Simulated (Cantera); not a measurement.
Input (Python, Cantera) and output of one run.

```python
import numpy as np
import cantera as ct

gas_names = """
    H H2 N NH NH2 NH3 N2 N2H2 N2H4 Si SiH SiH2 SiH3 SiH4 SiN Si2 Si2N Si3
""".split()
cond_names = """
    Si(cr) Si(L) Si3N4(a)
""".split()


# ... load() reads the species with a 1 bar reference pressure and builds the phases ...
atoms = {
    'trisilylamine': {'Si': 3, 'N': 1, 'H': 9},
    'N2': {'N': 2},
}
top_T = {'Si3N4(a)': 2400}  # K; cautious upper limits of use, not melting points


# ... equilibrate(T, P, feed) seeds the gas with the atoms and calls Mixture.equilibrate('TP', solver="vcs", rtol=1e-11, max_steps=5000) ...
results = []
feed = {'trisilylamine': 1, 'N2': 79}  # mol
P = 24000  # Pa
for T in [1723, 1773, 1823, 1873, 1923, 1973, 2023, 2073, 2123]:
    mix = equilibrate(T, P, feed)
    results.append((T, P, feed, dict(zip(mix.species_names, mix.species_moles))))

top = {s: max(r[3][s] / sum(r[3][g] for g in gas_names) for r in results) for s in gas_names}
cols = sorted((s for s in top if top[s] > 0.0001), key=lambda s: -top[s])[:9]
seen = [c for c in cond_names if any(r[3].get(c, 0) > 1e-12 for r in results)]
print("log10 of partial pressures in bar; condensed amounts in mol")
print(f"{'T/K':>10s}" + "".join(f"{s[:9]:>10s}" for s in cols + seen))
for T, P, feed, n in results:
    ng = sum(n[g] for g in gas_names)
    print(f"{T:10.4g}" + "".join(f"{np.log10(max(n[s] / ng * P / 1e5, 1e-99)):10.3f}" for s in cols)
          + "".join(f"{n.get(c, 0):10.4g}" for c in seen))
```

Result:

```
log10 of partial pressures in bar; condensed amounts in mol
       T/K        N2        H2         H        Si     Si(L)  Si3N4(a)
      1723    -0.644    -1.881    -4.679    -7.328         0         1
      1773    -0.644    -1.881    -4.486    -6.742         0         1
      1823    -0.644    -1.881    -4.304    -6.188         0    0.9999
      1873    -0.644    -1.882    -4.131    -5.664         0    0.9996
      1923    -0.644    -1.882    -3.967    -5.168         0    0.9989
      1973    -0.644    -1.883    -3.812    -4.698         0    0.9966
      2023    -0.645    -1.885    -3.664    -4.252         0    0.9901
      2073    -0.644    -1.897    -3.528    -4.001     2.948         0
      2123    -0.644    -1.899    -3.395    -3.770     2.915         0
```

These are equilibrium values from Cantera (NASA tables, ideal gas, pure condensed phases), not measurements of a reactor. The feed counts by its element totals alone. The tables' values for SiN are old estimates; treat these amounts as uncertain. Gases not in the tables: Si2H6 and higher silanes.
